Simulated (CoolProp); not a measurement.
A simple Rankine cycle with R227EA: condensing at 315.15 K, boiler at 2.15 MPa, turbine inlet 365 K, turbine efficiency 0.9, pump efficiency 0.7, no recuperator. Each further row changes one setting.

The numbers come from the reference Helmholtz-energy equation of state, Lemmon 2016 in CoolProp.

| case | thermal efficiency (%) | net work (kJ/kg) | heat in (kJ/kg) | turbine exit temperature (K) | volume ratio over the turbine |
|---|---|---|---|---|---|
| as stated | 8.3 | 10.5 | 127 | 330.8 | 3.64 |
| turbine inlet 385 K | 8.2 | 12.5 | 152 | 355.3 | 3.29 |
| condensing temperature 307.15 K | 9.6 | 13.1 | 136 | 325.6 | 4.62 |
| boiler pressure 1.5 MPa | 5.9 | 8.23 | 139 | 346.3 | 2.18 |
| turbine efficiency 0.8 | 7.2 | 9.14 | 127 | 332.2 | 3.67 |
